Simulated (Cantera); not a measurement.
A closed system holds: 1 mol B₂O₃, 160 mol H₂, at 800 K and 1.33 mbar.

These are equilibrium values from Cantera (NASA tables, ideal gas, pure condensed phases), not measurements of a reactor. Candidate condensed phases: B, B₂O₃, B₃O₃H₃, H₂O; 23 gas species. Equilibrium is a limit: real reactors are often held back by kinetics, nucleation or transport.

Base state: H₂ 1.00 (mole fractions); condensed: B₂O₃(l).

Problem. What changes in the equilibrium state with this change: temperature from 800 K to 1625 K?

Solution. 
```tsv
species	before	after
H₂	1.00	0.986
HBO	2.49e-9	0.00544
HBO₂	<1e-9	0.00427
H	<1e-9	0.00192
B₂O₃	<1e-9	0.00107
BO	<1e-9	0.000233
B₂O₂	<1e-9	0.000164
B₂O₃(l), mol	1.000	0
```
